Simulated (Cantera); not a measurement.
Feed: 1 mol Si₃N₄, 0.059 mol H₂, held at 22.0 Pa.

Equilibrium computed with Cantera from the NASA thermochemical tables; the gas is ideal and each condensed phase is pure. Candidate condensed phases: Si, Si₃N₄; 18 gas species. Mutual solubility and eutectic melting of coexisting phases are not modelled. Rates play no part.

Task: Which condensed phases are stable at each of these points (T (K)): 1500, 1600, 1700, 1800, 1900, 2000, 2100, 2200, 2300, 2400, 2500, 2600?

Result: 
```
T (K)  condensed phases  Si condensed (%)
-----  ----------------  ----------------
1500   Si(s) + Si₃N₄(s)             100.0
1600              Si(s)             100.0
1700              Si(l)              99.8
1800              Si(l)              98.9
1900              Si(l)              95.6
2000              Si(l)              82.1
2100           gas only               0.0
2200           gas only               0.0
2300           gas only               0.0
2400           gas only               0.0
2500           gas only               0.0
2600           gas only               0.0
```

At 1500 K the condensed part is Si(s) + Si₃N₄(s). At 1600 K the condensed part is Si(s). From 1700 K to 2000 K the condensed part is Si(l). From 2100 K to 2600 K nothing is condensed.
